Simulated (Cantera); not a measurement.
Feed: 1 mol TiCl₄, 0.27 mol H₂O, at 0.100 bar.

Cantera equilibrium calculation (NASA polynomials, part measured and part estimated; ideal gas, pure solids and liquids). Candidate condensed phases: H₂O, Ti, TiCl₂, TiCl₃, TiCl₄, TiO, TiO₂, Ti₂O₃, Ti₃O₅, Ti₄O₇; 23 gas species. Rates play no part.

x: gas mole fraction; n: condensed amount in mol.

```
T (K)  x TiCl₄  x HCl  x TiCl₃     x Cl  x Cl₂  n TiO₂(rutile)
-----  -------  -----  -------  -------  -----  --------------
1448     0.610  0.383  0.00369  0.00278      ?           0.135
1473     0.608  0.383  0.00465  0.00358      ?           0.135
1498     0.607  0.382  0.00581  0.00458      ?           0.135
1523     0.604  0.382  0.00722  0.00580      ?           0.135
1548     0.602  0.381  0.00890  0.00728      ?           0.135
1573     0.599  0.380   0.0109  0.00906      ?           0.135
1598     0.595  0.379   0.0133   0.0112      ?           0.135
1623     0.590  0.378   0.0160   0.0137      ?           0.135
1648     0.585  0.377   0.0193   0.0167      ?           0.135
1673     0.579  0.376   0.0230   0.0202      ?           0.135
1698     0.572  0.374   0.0274   0.0242      ?           0.135
```

Fill in the missing entries.


- 1448, x Cl₂: 0.000467
- 1473, x Cl₂: 0.000545
- 1498, x Cl₂: 0.000631
- 1523, x Cl₂: 0.000726
- 1548, x Cl₂: 0.000829
- 1573, x Cl₂: 0.000941
- 1598, x Cl₂: 0.00106
- 1623, x Cl₂: 0.00119
- 1648, x Cl₂: 0.00133
- 1673, x Cl₂: 0.00147
- 1698, x Cl₂: 0.00162
